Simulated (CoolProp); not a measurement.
A Linde-Hampson liquefier for oxygen: isothermal reversible compression at 250 K from 1 atm to 15 MPa, throttling to 1 atm, return gas leaving the recuperator 10 K below the feed. Each further row changes one setting.

Model: reference Helmholtz-energy equation of state, Schmidt 1985, in CoolProp.

```csv
case,liquid yield per pass,compression work (kJ/kg of gas)
as stated,0.118,313
high pressure 30 MPa,0.203,352
warm-end temperature 280 K,0.080,356
warm-end gap 15 K,0.107,313
```
